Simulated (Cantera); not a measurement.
Feed: 1 mol CaO, 7.4 mol HBr, 5.3 mol O₂, equilibrated at 0.0900 Torr.

Method: chemical equilibrium by Gibbs-energy minimisation in Cantera with the NASA 1993 tables (ideal gas, pure condensed phases). Candidate condensed phases: Br₂, Ca, CaBr₂, CaO, Ca(OH)₂, H₂O; 19 gas species. The numbers say what is thermodynamically allowed, not how fast it happens.

Problem. Which condensed phases are stable at each of these points (T (K)): 748, 848, 948, 1048, 1148, 1248, 1348, 1448, 1548, 1648?

Solution. 
```json
[
 {"T (K)": "748", "condensed phases": "CaBr₂(s)", "Ca condensed (%)": "100.0"},
 {"T (K)": "848", "condensed phases": "CaBr₂(s)", "Ca condensed (%)": "100.0"},
 {"T (K)": "948", "condensed phases": "CaO(s)", "Ca condensed (%)": "99.8"},
 {"T (K)": "1048", "condensed phases": "CaO(s)", "Ca condensed (%)": "98.3"},
 {"T (K)": "1148", "condensed phases": "CaO(s)", "Ca condensed (%)": "95.8"},
 {"T (K)": "1248", "condensed phases": "CaO(s)", "Ca condensed (%)": "94.2"},
 {"T (K)": "1348", "condensed phases": "CaO(s)", "Ca condensed (%)": "93.3"},
 {"T (K)": "1448", "condensed phases": "CaO(s)", "Ca condensed (%)": "92.7"},
 {"T (K)": "1548", "condensed phases": "CaO(s)", "Ca condensed (%)": "92.2"},
 {"T (K)": "1648", "condensed phases": "CaO(s)", "Ca condensed (%)": "91.9"}
]
```

From 748 K to 848 K the condensed part is CaBr₂(s). From 948 K to 1648 K the condensed part is CaO(s).
